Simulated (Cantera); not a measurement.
Feed: 1 mol Si, 3.3 mol F2, 0.17 mol N2, held at 548.15 K and 4.60 Pa.

Equilibrium computed with Cantera from the NASA thermochemical tables; the gas is ideal and each condensed phase is pure. Candidate condensed phases: Si, Si3N4; 16 gas species. Kinetics and transport are ignored.

Base state: SiF4 0.463, F2 0.382, NF3 0.146, N2 0.00570, F 0.00276 (mole fractions); condensed: gas only.

Problem. What changes in the equilibrium state with this change: temperature from 548.15 K to 1650 K?

Solution. 
```csv
species,before,after
F,0.00276,0.690
SiF4,0.463,0.265
N2,0.00570,0.0451
F2,0.382,8.70e-7
NF3,0.146,<1e-9
```

Problem. What changes in the equilibrium state with this change: N2 from 0.17 to 1.3 mol?

Solution. 
```json
[
 {"species": "SiF4", "before": "0.463", "after": "0.335"},
 {"species": "N2", "before": "0.00570", "after": "0.332"},
 {"species": "NF3", "before": "0.146", "after": "0.207"},
 {"species": "F2", "before": "0.382", "after": "0.124"},
 {"species": "F", "before": "0.00276", "after": "0.00157"}
]
```
